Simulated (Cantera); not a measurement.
## Transport properties of process gases

Gas mixture: C3H8 = 0.67 (molar parts), at 5.03 Torr, frozen composition.

Cantera's kinetic-theory transport with the Lennard-Jones parameters of GRI-Mech 3.0, ideal gas; thermal conductivity in the multicomponent form. The composition is frozen, though it would react at the higher temperatures.

```
T (K)  ρ (kg/m³)  cp (J/kg/K)  μ (µPa s)  λ (mW/m/K)     Pr  D (cm²/s) N2  D (cm²/s) CH3  D (cm²/s) OH
-----  ---------  -----------  ---------  ----------  -----  ------------  -------------  ------------
400      0.00888         2134       10.9        30.6  0.758          29.3           32.6          44.1
650      0.00547         3083       16.5        67.1  0.759          68.9           77.9           103
900      0.00395         3749       21.2         105  0.757           120            137           179
1150     0.00309         4195       25.4         141  0.755           182            208           271
1400     0.00254         4523       29.1         175  0.753           253            290           376
1650     0.00215         4780       32.6         207  0.751           333            382           495
1900     0.00187         4978       35.8         238  0.749           421            483           625
```
D: mixture-averaged diffusion coefficient of that species in the mixture.
